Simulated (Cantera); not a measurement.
Input: 1 mol Fe(CO)5, 0.44 mol O2, 14 mol N2, 0.21 mol H2, at 100000 Pa.

These are equilibrium values from Cantera (NASA tables, ideal gas, pure condensed phases), not measurements of a reactor. Candidate condensed phases: C, C6H6, C7H8, C8H18, Fe, Fe(CO)5, FeO, Fe(OH)2, Fe(OH)3, Fe2O3, Fe3O4, H2O; 140 gas species. Mutual solubility and eutectic melting of coexisting phases are not modelled. The tables' stoichiometric FeO is somewhat more stable than real wüstite, so its field is too wide. FeO: taken at fixed stoichiometry. The numbers say what is thermodynamically allowed, not how fast it happens. All values below are at 950 °C.

Base state: N2 0.729, CO 0.217, CO2 0.0430, H2 0.00848, H2O 0.00245 (mole fractions); condensed: Fe(γ) + FeO(s).

Task: What changes in the equilibrium state with this change: O2 from 0.44 to 0.075 mol?

Result: 
```csv
species,before,after
N2,0.729,0.729
CO,0.217,0.253
H2,0.00848,0.0105
CO2,0.0430,0.00736
H2O,0.00245,0.000446
"Fe(γ), mol",0.993,1.00
"FeO(s), mol",0.00698,0
```

Task: What changes in the equilibrium state with this change: Fe(CO)5 replaced by Hg?

Result: 
| species | before | after |
|---|---|---|
| N2 | 0.729 | 0.901 |
| Hg | 0 | 0.0643 |
| O2 | <1e-9 | 0.0215 |
| CO | 0.217 | 0 |
| CO2 | 0.0430 | 0 |
| H2O | 0.00245 | 0.0135 |
| H2 | 0.00848 | 1.87e-9 |
| NO | <1e-9 | 7.95e-5 |
| Fe(γ), mol | 0.993 | 0 |
| FeO(s), mol | 0.00698 | 0 |
Further candidate phases: Hg, HgO.
